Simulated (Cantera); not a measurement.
A perfectly stirred reactor is fed with C₃H₈ : O₂ : N₂ = 1 : 3.85 : 14.5 (molar parts), equivalence ratio 1.3, at 1000000 Pa; it is adiabatic with a 325 K inlet, and is followed from long to short residence time, starting on the burning branch (τ in s: 0.081, 0.033, 0.013, 0.0053, 0.0021, 0.00085, 0.00034, 0.00014, 5.5e-05, 2.2e-05, 8.9e-06).

Detailed kinetics in Cantera: GRI-Mech 3.0 (53 species, 325 reactions). GRI-Mech 3.0 was tuned for natural gas; its chemistry of propane as a main component is partial and can be far from experiment.

x: mole fraction; the columns are a selection and need not sum to one.

| τ (s) | T (K) | x C₃H₈ | x O₂ | x H₂ | x CH₃ | x CH₄ |
|---|---|---|---|---|---|---|
| 0.081 | 2144 | 1.18e-7 | 3.95e-5 | 0.0332 | 8.28e-6 | (withheld) |
| 0.033 | 2143 | 2.75e-7 | 8.09e-5 | 0.0331 | 1.64e-5 | (withheld) |
| 0.013 | 2141 | 6.49e-7 | 0.000168 | 0.0328 | 3.21e-5 | (withheld) |
| 0.0053 | 2139 | 1.46e-6 | 0.000335 | 0.0324 | 5.84e-5 | (withheld) |
| 0.0021 | 2133 | 3.31e-6 | 0.000667 | 0.0319 | 0.000103 | (withheld) |
| 0.00085 | 2124 | 7.29e-6 | 0.00129 | 0.0313 | 0.000171 | (withheld) |
| 0.00034 | 2107 | 1.63e-5 | 0.00253 | 0.0305 | 0.000280 | (withheld) |
| 0.00014 | 2074 | 3.81e-5 | 0.00511 | 0.0295 | 0.000457 | (withheld) |
| 5.5e-5 | 1969 | 0.000139 | 0.0140 | 0.0279 | 0.000836 | (withheld) |
| 2.2e-5 | 325 | 0.0517 | 0.199 | <1e-12 | <1e-12 | <1e-12 |
| 8.9e-6 | 325 | 0.0517 | 0.199 | <1e-12 | <1e-12 | <1e-12 |

Problem. What belongs in the gaps?

Solution. 
- 0.081, x CH₄: 4.46e-5
- 0.033, x CH₄: 7.72e-5
- 0.013, x CH₄: 0.000128
- 0.0053, x CH₄: 0.000197
- 0.0021, x CH₄: 0.000287
- 0.00085, x CH₄: 0.000398
- 0.00034, x CH₄: 0.000554
- 0.00014, x CH₄: 0.000830
- 5.5e-5, x CH₄: 0.00182
